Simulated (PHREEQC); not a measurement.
Make-up at 70 °C: 0.71 mol/kgw HF, 0.0014 mol/kgw KF and 7e-06 mol/kgw H4SiO4. Closed to the air; pH follows from the charge balance.

The numbers come from PHREEQC with the ion-association model, phreeqc.dat.

No solid was allowed to form.

Order these F species by the share of F that they hold, largest first: HF2-, HF, F-.

HF (92 %), HF2- (6.7 %), F- (1.2 %)

The pH is 1.57 and the ionic strength 0.0323 mol/kgw. Complexes and solids missing from the database can't appear. Constants without temperature data keep their 25 °C values here. SiF6-2 is the database's only silicon fluoride.
